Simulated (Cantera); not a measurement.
## Equilibrium for silicon oxide and oxynitride deposition: SiH4 + CO2 + N2 + H2O

Charge: 1 mol SiH4, 4.1 mol CO2, 18 mol N2, 0.19 mol H2O, equilibrated at 648.15 K and 0.133 bar.

Method: chemical equilibrium by Gibbs-energy minimisation in Cantera with the NASA 1993 tables (ideal gas, pure condensed phases). Candidate condensed phases: C, C6H6, C7H8, C8H18, H2O, Si, SiC, SiO2, Si2N2O, Si3N4; 151 gas species. Equilibrium is a limit: real reactors are often held back by kinetics, nucleation or transport.

```json
{
 "x(N2)": "0.792",
 "x(CO2)": "0.111",
 "x(H2O)": "0.0542",
 "x(H2)": "0.0339",
 "x(CO)": "0.00438",
 "x(CH4)": "0.00416",
 "x(NH3)": "1.42e-5",
 "n(C(graphite))": "1.38 mol",
 "n(SiO2(α-quartz))": "1.00 mol",
 "gas_amount": "22.72 mol",
 "log10 activity of Si(s) (absent)": "-30.20"
}
```
